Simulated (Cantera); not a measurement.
An adiabatic, constant-pressure homogeneous reactor starts with 11.2 % CH4, 18.7 % O2, 70.1 % N2, at 1473 K and 1.30 bar.

Detailed kinetics in Cantera: GRI-Mech 3.0 (53 species, 325 reactions).

x: mole fraction; the columns are a selection and need not sum to one.

| t (s) | T (K) | x CH4 | x O2 | x CO2 | x C2H2 | x HO2 |
|---|---|---|---|---|---|---|
| 1.00e-6 | 1473 | 0.112 | 0.187 | <1e-12 | <1e-12 | 8.06e-8 |
| 4.29e-6 | 1473 | 0.112 | 0.187 | <1e-12 | <1e-12 | [?] |
| 1.84e-5 | 1473 | 0.112 | 0.187 | 1.63e-11 | <1e-12 | 1.36e-6 |
| 7.88e-5 | 1473 | 0.112 | 0.187 | 2.04e-9 | 4.26e-12 | 4.18e-6 |
| 0.000338 | 1474 | 0.111 | 0.187 | 4.18e-7 | 6.97e-9 | 7.10e-6 |
| 0.00145 | 2623 | <1e-12 | [?] | 0.0404 | <1e-12 | [?] |
| 0.00621 | 2766 | <1e-12 | 0.00688 | 0.0438 | <1e-12 | 2.81e-6 |
| 0.0266 | 2766 | <1e-12 | 0.00687 | 0.0438 | <1e-12 | 2.80e-6 |
| 0.114 | 2766 | <1e-12 | 0.00687 | 0.0438 | <1e-12 | 2.80e-6 |
| 0.490 | 2766 | <1e-12 | 0.00687 | 0.0438 | <1e-12 | 2.80e-6 |
| 2.10 | 2766 | <1e-12 | 0.00687 | 0.0438 | <1e-12 | 2.80e-6 |
| 9.00 | 2766 | <1e-12 | 0.00687 | 0.0438 | <1e-12 | 2.80e-6 |

**Question.** Some entries are withheld; supply them.

**Answer.** 
- 4.29e-6, x HO2: 3.41e-7
- 0.00145, x O2: 0.0120
- 0.00145, x HO2: 3.51e-6
